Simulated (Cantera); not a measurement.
# Thermodynamics of thermal oxidation and active oxidation of silicon, feed Si + O2 + H2

Input: 1 mol Si, 0.17 mol O2, 150 mol H2, at 1698 K.

Cantera equilibrium calculation (NASA polynomials, part measured and part estimated; ideal gas, pure solids and liquids). Candidate condensed phases: H2O, Si, SiO2; 18 gas species. Each liquid is taken as pure. Mutual solubility and eutectic melting of coexisting phases are not modelled. The tables hold silica as quartz up to 1696 K and as liquid above; real silica turns to tridymite and cristobalite and melts near 1996 K. Gases not in the tables: Si2H6 and higher silanes. Equilibrium is a limit: real reactors are often held back by kinetics, nucleation or transport.

```csv
P (Pa),x H2,x H,x Si,x SiO,x SiH,x H2O,n Si(l),n SiO2(condensed)
0.100,0.860,0.134,0.00407,0.00210,5.88e-6,5.13e-10,0,0
2.50,0.965,0.0284,0.00427,0.00222,3.26e-5,5.81e-10,0,0
63,0.991,0.00573,0.00104,0.00225,4.06e-5,2.48e-9,0.493,0
1600,0.997,0.00114,4.10e-5,0.00226,8.07e-6,6.35e-8,0.650,0
40000,0.997,0.000228,1.64e-6,0.00226,1.62e-6,1.59e-6,0.658,0
1000000,0.999,4.57e-5,6.57e-8,0.00122,3.23e-7,2.15e-5,0.736,0.0764
```
x: gas mole fraction; n: condensed amount in mol.

From 1.00e-6 bar to 2.50e-5 bar nothing is condensed. From 0.000630 bar to 0.400 bar the condensed part is Si(l). At 10.0 bar the condensed part is Si(l) + SiO2(condensed). The main Si-bearing gas is Si at 1.00e-6 bar and SiO at 10.0 bar.
